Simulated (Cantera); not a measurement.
Feed: 1 mol ZrO₂, 0.61 mol H₂, 27 mol N₂, at 1875 °C and 7.90 bar.

Equilibrium computed with Cantera from the NASA thermochemical tables; the gas is ideal and each condensed phase is pure. Candidate condensed phases: H₂O, Zr, ZrN, ZrO₂; 28 gas species. Mutual solubility and eutectic melting of coexisting phases are not modelled. ZrN: taken at fixed stoichiometry. Condensed phases not in the tables: solid solutions among these carbides, nitrides and lower oxides. Equilibrium is a limit: real reactors are often held back by kinetics, nucleation or transport.

Base state: N₂ 0.978, H₂ 0.0220, H 0.000220, H₂O 1.47e-5 (mole fractions); condensed: ZrN(s) + ZrO₂(tetragonal).

Question: What changes in the equilibrium state with this change: H₂ from 0.61 to 72 mol?

Answer: 
| species | before | after |
|---|---|---|
| H₂ | 0.0220 | 0.726 |
| N₂ | 0.978 | 0.272 |
| H | 0.000220 | 0.00126 |
| NH₃ | 4.06e-7 | 4.07e-5 |
| H₂O | 1.47e-5 | 0.000354 |
| ZrN(s), mol | 0.000204 | 0.0175 |
| ZrO₂(tetragonal), mol | 1.000 | 0.982 |
